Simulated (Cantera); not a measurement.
What does this Cantera script print?

```python
import numpy as np
import cantera as ct

gas_names = """
    AL ALH ALN ALO ALOH ALO2 ALO2H AL2 AL2O AL2O2 H HALO HNO HNO2 HNO3 HO2 H2 H2O H2O2 N NH NH2 NH3
    NH2OH NO NO2 NO3 N2 N2H2 N2H4 N2O O OH O2 O3
""".split()
cond_names = """
    AL(cr) AL(L) ALN(s) AL2O3(a) AL2O3(L) H2O(s) H2O(L)
""".split()


# ... load() reads the species with a 1 bar reference pressure and builds the phases ...
atoms = {
    'Al2O3': {'AL': 2, 'O': 3},
    'H2': {'H': 2},
    'N2': {'N': 2},
}
top_T = {'ALN(s)': 2750}  # K; cautious upper limits of use, not melting points


# ... equilibrate(T, P, feed) seeds the gas with the atoms and calls Mixture.equilibrate('TP', solver="vcs", rtol=1e-11, max_steps=5000) ...
results = []
feed = {'Al2O3': 1, 'H2': 72, 'N2': 6.8}  # mol
T = 1700  # K
P = 870  # Pa
mix = equilibrate(T, P, feed)
results.append((T, P, feed, dict(zip(mix.species_names, mix.species_moles))))
print(gas.report(threshold=0.001))
for i in range(1, mix.n_phases):
    print(f"{mix.phase(i).name:16s} {mix.phase_moles(i):12.5e} mol")
```

Output:

```
       temperature   1700 K
          pressure   870 Pa
           density   0.00026202 kg/m^3
  mean mol. weight   4.257 kg/kmol
   phase of matter   gas

                          1 kg             1 kmol
                     ---------------   ---------------
          enthalpy        1.0196e+07        4.3406e+07  J
   internal energy        6.8761e+06        2.9272e+07  J
           entropy             54120        2.3039e+05  J/K
    Gibbs function       -8.1807e+07       -3.4825e+08  J
 heat capacity c_p            7823.7             33305  J/K
 heat capacity c_v            5870.5             24991  J/K

                      mass frac. Y      mole frac. X     chem. pot. / RT
                     ---------------   ---------------   ---------------
                 H        0.00035727         0.0015088           -11.906
                H2           0.43201           0.91223           -23.811
                N2           0.56744          0.086228           -33.601
     [  +32 minor]        0.00019245        3.5149e-05

AL(L)             0.00000e+00 mol
ALN(s)            0.00000e+00 mol
AL2O3(a)          9.99401e-01 mol
```

Cantera equilibrium calculation (NASA polynomials, part measured and part estimated; ideal gas, pure solids and liquids).
